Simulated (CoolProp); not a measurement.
Properties of octamethylcyclotetrasiloxane (D4) along the isobar 1.71 MPa.

The numbers come from the reference Helmholtz-energy equation of state, Thol 2015 in CoolProp.

| T (K) | phase | speed of sound (m/s) | expansivity (1/kK) | fugacity coefficient |
|---|---|---|---|---|
| 528.6 | liquid | 286.3 | 2.871 | 0.2811 |
| 534.7 | liquid | 270.3 | ? | 0.3054 |
| 540.8 | liquid | 254.0 | 3.305 | 0.3306 |
| 546.9 | liquid | 237.3 | 3.592 | ? |
| 553 | liquid | 220.3 | 3.951 | 0.3836 |
| 559.1 | liquid | 202.8 | 4.410 | 0.4112 |
| 565.2 | liquid | 184.6 | 5.022 | 0.4393 |
| 571.2 | liquid | 165.9 | 5.862 | ? |
| 577.3 | liquid | 145.7 | ? | 0.4962 |
| 583.4 | liquid | ? | 9.300 | 0.5249 |
| 589.5 | supercritical | 99.70 | 13.64 | 0.5533 |
| 595.6 | supercritical | 73.32 | 25.23 | 0.5807 |
| 601.7 | supercritical | 54.82 | 46.65 | 0.6058 |
| 607.8 | supercritical | 55.60 | 35.94 | 0.6271 |
| 613.9 | supercritical | 62.34 | 22.66 | 0.6452 |
| 620 | supercritical | ? | 16.00 | 0.6612 |

Problem. Some entries are withheld; supply them.

Solution. 
- 534.7, expansivity (1/kK): 3.068
- 546.9, fugacity coefficient: 0.3567
- 571.2, fugacity coefficient: 0.4674
- 577.3, expansivity (1/kK): 7.145
- 583.4, speed of sound (m/s): 123.8
- 620, speed of sound (m/s): 69.04
